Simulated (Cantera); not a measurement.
## Equilibrium for silicon epitaxy and polysilicon growth: SiH2Cl2 + Cl2 + H2

Feed: 1 mol SiH2Cl2, 0.48 mol Cl2, a varied amount of H2, held at 1725 K and 1000 Pa.

Cantera equilibrium calculation (NASA polynomials, part measured and part estimated; ideal gas, pure solids and liquids). Candidate condensed phases: Si; 19 gas species. The tables' values for SiCl3, SiCl are old estimates; treat these amounts as uncertain. Gases not in the tables: Si2H6 and higher silanes. Kinetics and transport are ignored.

From 5.4 mol H2 to 67 mol H2 the condensed part is Si(l). The main Si-bearing gas is SiCl2 throughout. The share of Si in condensed phases is highest at 67 mol H2 (69.6 %) and lowest at 5.4 mol H2 (12.6 %).

| n(H2) (mol) | x H2 | x HCl | x SiCl2 | x H | n Si(l) |
|---|---|---|---|---|---|
| 5.4 | 0.735 | 0.152 | 0.109 | 0.00159 | 0.126 |
| 7.4 | 0.781 | 0.135 | 0.0805 | 0.00164 | 0.191 |
| 10 | 0.821 | 0.118 | 0.0585 | 0.00168 | 0.259 |
| 14 | 0.859 | 0.0992 | 0.0395 | 0.00172 | 0.339 |
| 19 | 0.888 | 0.0832 | 0.0269 | 0.00175 | 0.413 |
| 26 | 0.912 | 0.0682 | 0.0176 | 0.00177 | 0.490 |
| 36 | 0.932 | 0.0545 | 0.0110 | 0.00179 | 0.566 |
| 49 | 0.948 | 0.0435 | 0.00688 | 0.00181 | 0.634 |
| 67 | 0.960 | 0.0341 | 0.00417 | 0.00182 | 0.696 |
x: gas mole fraction; n: condensed amount in mol.
